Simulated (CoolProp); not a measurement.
Tetradecamethylhexasiloxane (MD4M) along the isobar 0.598 MPa: Z from the reference equation and from simpler models built on Tc = 653.2 K, pc = 0.8286 MPa, ω = 0.800; each cubic takes its own stable root.

The numbers come from the reference Helmholtz-energy equation of state, Thol 2019 in CoolProp.

```csv
T (K),phase,reference
403.1,liquid,0.1043
434.1,liquid,0.1009
465.1,liquid,0.09840
496.1,liquid,0.09688
527.1,liquid,0.09639
558,liquid,0.09722
589,liquid,0.1002
620,liquid,0.1084
```

**Question.** How far does each simpler model (van der Waals, Redlich-Kwong, Soave-Redlich-Kwong, Peng-Robinson) lie from the reference over these 8 states: mean and median of the absolute difference, and the worst?

**Answer.** 
- van der Waals: mean 131.1 %, median 78.1 %, worst +502.0 % at 620 K and 0.598 MPa
- Redlich-Kwong: mean 78.1 %, median 25.2 %, worst +443.8 % at 620 K and 0.598 MPa
- Soave-Redlich-Kwong: mean 13.5 %, median 12.5 %, worst +19.9 % at 620 K and 0.598 MPa
- Peng-Robinson: mean 1.7 %, median 1.3 %, worst +6.5 % at 620 K and 0.598 MPa

At some of these states van der Waals, Redlich-Kwong gives the other phase, because its saturation line lies elsewhere.
